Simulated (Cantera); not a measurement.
A freely propagating, adiabatic, planar premixed flame of H2 : O2 : N2 = 1 : 0.217 : 0.817 (molar parts), unburnt at 625 K and 1000000 Pa; mixture-averaged transport, grid criteria slope 0.08 and curve 0.16, no radiation.

Cantera simulation using the H2/O2 subset of GRI-Mech 3.0, which has no nitrogen chemistry; the numbers are that mechanism's predictions, not measurements. The hydrogen kinetics of GRI-Mech 3.0 are dated; newer H2 mechanisms differ, most at raised pressure. Burning velocities carry a grid error of a few per cent, more on coarse grids.

Problem. What does this change do: inlet temperature 625 to 498 K?

Solution. 
| quantity | before | after |
|---|---|---|
| laminar burning velocity | 856 cm/s | 531 cm/s |
| thermal thickness | 0.0255 mm | 0.0242 mm |
| peak x(H) | 0.0397 | 0.0314 |
| peak x(HO2) | 0.00120 | 0.00133 |
| peak x(H2O2) | 7.62e-5 | 0.000115 |
| peak x(O) | 0.00139 | 0.00103 |

Problem. What does this change do: H2 1 to 0.76 parts?

Solution. 
```json
[
 {"quantity": "laminar burning velocity", "before": "856 cm/s", "after": "936 cm/s"},
 {"quantity": "thermal thickness", "before": "0.0255 mm", "after": "0.0241 mm"},
 {"quantity": "peak x(H)", "before": "0.0397", "after": "0.0459"},
 {"quantity": "peak x(HO2)", "before": "0.00120", "after": "0.00132"},
 {"quantity": "peak x(H2O2)", "before": "7.62e-5", "after": "8.52e-5"},
 {"quantity": "peak x(O)", "before": "0.00139", "after": "0.00270"}
]
```

Problem. What does this change do: O2 0.217 to 0.16 parts?

Solution. 
| quantity | before | after |
|---|---|---|
| laminar burning velocity | 856 cm/s | 468 cm/s |
| thermal thickness | 0.0255 mm | 0.0323 mm |
| peak x(H) | 0.0397 | 0.0184 |
| peak x(HO2) | 0.00120 | 0.000852 |
| peak x(H2O2) | 7.62e-5 | 8.61e-5 |
| peak x(O) | 0.00139 | 0.000372 |
